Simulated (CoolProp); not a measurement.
Properties of m-xylene at several states (Tc = 343.7 °C, pc = 35.35 bar, ω = 0.326).

Values from CoolProp's reference Helmholtz-energy equation of state, Zhou 2012.

```tsv
T (°C)	p (bar)	phase	Z	cv (kJ/(kg K))	Joule-Thomson coefficient (K/MPa)	isothermal compressibility (1/MPa)
312.85	27.7	liquid	0.1181	2.202	1.534	0.03960
127.95	0.279	gas	0.9873	1.509	33.71	36.31
154.45	0.764	gas	0.9719	1.608	27.08	13.48
```
